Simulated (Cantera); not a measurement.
An adiabatic, constant-pressure homogeneous reactor starts with H2 : O2 : N2 = 1 : 0.82 : 3.08 (molar parts), at 1650 K and 165 Torr.

Computed with Cantera and GRI-Mech 3.0 (53 species, 325 reactions).

Task: Predict: time of steepest temperature rise; temperature at 0.100 s; equilibrium temperature; x(H2) at 0.100 s; x(O2) at 0.100 s; x(H2O) at 0.100 s; x(NO2) at 0.100 s; x(H2O2) at 0.100 s; x(NO) at 0.100 s.

Result: 
```
Item                                                                Result
---------------------------------  ---------------------------------------
time of steepest temperature rise                                  37.6 µs
temperature at 0.100 s                                              2618 K
equilibrium temperature                                             2618 K
x(H2) at 0.100 s                     0.0164 (gas-phase equilibrium 0.0164)
x(O2) at 0.100 s                     0.0604 (gas-phase equilibrium 0.0604)
x(H2O) at 0.100 s                      0.183 (gas-phase equilibrium 0.183)
x(NO2) at 0.100 s                  2.77e-6 (gas-phase equilibrium 2.77e-6)
x(H2O2) at 0.100 s                 1.90e-7 (gas-phase equilibrium 1.90e-7)
x(NO) at 0.100 s                     0.0139 (gas-phase equilibrium 0.0139)
```
